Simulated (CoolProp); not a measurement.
Vapour-liquid equilibrium of benzene (1) + o-xylene (2) at 258 kPa; x and y are mole fractions of (1).

Computed with CoolProp (multi-fluid Helmholtz-energy mixture model, Thol 2012 and Zhou 2012; pair parameters Bell 2016).

```csv
x,bubble temperature (K),y at the bubble point,dew temperature at overall composition x (K),liquid density (mol/L)
0.05,451.1,0.151,454.9,7.012
0.15,439.4,0.411,451.1,7.301
0.25,428.3,0.602,447.0,7.597
0.35,418.7,0.730,442.5,7.891
0.45,410.8,0.814,437.4,8.181
0.55,404.6,0.870,431.6,8.469
0.65,399.6,0.909,425.0,8.762
0.75,395.5,0.939,417.0,9.064
0.85,391.9,0.964,406.9,9.384
0.95,388.6,0.988,393.9,9.729
```

No azeotrope shows between x = 0.05 and 0.95.

Pair parameters are fitted to limited data, so mixtures are less certain than the pure fluids. The gap from Raoult's law changes sign with composition, which may be real or a fault of the pair parameters; it wasn't checked against measurements.
